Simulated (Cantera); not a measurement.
Cantera run, input and output.

```python
import numpy as np
import cantera as ct

gas = ct.Solution("gri30.yaml")
gas.TPX = 650, 46000, {'CH4': 1, 'O2': 1.54, 'N2': 4.4}
flame = ct.FreeFlame(gas, width=0.069)
flame.set_refine_criteria(ratio=3, slope=0.08, curve=0.16)
flame.transport_model = "mixture-averaged"
flame.solve(loglevel=0, auto=True)
z, T = flame.grid, flame.T
thick = (T[-1] - T[0]) / np.gradient(T, z).max()
show = ['CH4', 'O2', 'HCN', 'NO', 'CH2O', 'OH']
print(f"laminar burning velocity  {flame.velocity[0] * 100:.3f} cm/s")
print(f"burnt temperature         {T[-1]:.1f} K")
print(f"thermal thickness         {thick * 1e3:.4f} mm")
print(f"grid points               {len(z)}")
z0 = z[flame.heat_release_rate.argmax()]
print(f"{'z/mm':>9s}{'T/K':>9s}{'u/(m/s)':>9s}" + "".join(f"{s:>11s}" for s in show))
rows = []
for k in (-3, -2, -1.5, -1, -0.5, -0.25, 0, 0.25, 0.5, 1, 2, 4, 8):
    zz = z0 + k * thick
    rows.append([k * thick, np.interp(zz, z, T), np.interp(zz, z, flame.velocity),
                 *(np.interp(zz, z, flame.X[gas.species_index(s)]) for s in show)])
    print(f"{rows[-1][0] * 1e3:9.3f}{rows[-1][1]:9.1f}{rows[-1][2]:9.3f}" + "".join(f"{x:11.3e}" for x in rows[-1][3:]))
```

It prints:

```
laminar burning velocity  205.231 cm/s
burnt temperature         2471.8 K
thermal thickness         0.5423 mm
grid points               155
     z/mm      T/K  u/(m/s)        CH4         O2        HCN         NO       CH2O         OH
   -1.627    650.1    2.056  1.438e-01  2.215e-01  5.897e-11  2.674e-10  8.828e-08  2.256e-11
   -1.085    651.6    2.069  1.430e-01  2.205e-01  1.540e-09  5.034e-09  2.121e-06  6.027e-09
   -0.814    659.4    2.105  1.414e-01  2.188e-01  1.374e-08  3.523e-08  1.581e-05  1.792e-07
   -0.542    728.1    2.355  1.342e-01  2.121e-01  2.217e-07  4.089e-07  1.516e-04  4.977e-06
   -0.271   1173.2    3.904  9.434e-02  1.711e-01  3.367e-06  4.442e-06  1.114e-03  9.972e-05
   -0.136   1608.8    5.464  5.150e-02  1.200e-01  9.605e-06  1.115e-05  1.628e-03  7.015e-04
    0.000   2002.1    6.913  1.492e-02  6.394e-02  2.164e-05  2.429e-05  1.031e-03  2.987e-03
    0.136   2204.3    7.656  2.163e-03  2.867e-02  2.938e-05  4.515e-05  3.286e-04  6.885e-03
    0.271   2265.2    7.862  2.069e-04  1.352e-02  2.274e-05  6.642e-05  5.617e-05  9.838e-03
    0.542   2289.2    7.916  1.592e-06  5.921e-03  7.623e-06  8.983e-05  6.531e-07  1.142e-02
    1.085   2306.2    7.949  7.257e-10  4.447e-03  8.954e-07  1.031e-04  9.260e-10  1.133e-02
    2.169   2328.8    8.012  1.406e-13  3.919e-03  3.385e-08  1.145e-04  5.673e-10  1.089e-02
    4.339   2361.7    8.105  7.467e-15  3.258e-03  5.039e-10  1.345e-04  5.873e-10  1.014e-02
```

Cantera simulation using GRI-Mech 3.0 (53 species, 325 reactions); the numbers are that mechanism's predictions, not measurements. Burning velocities carry a grid error of a few per cent, more on coarse grids.
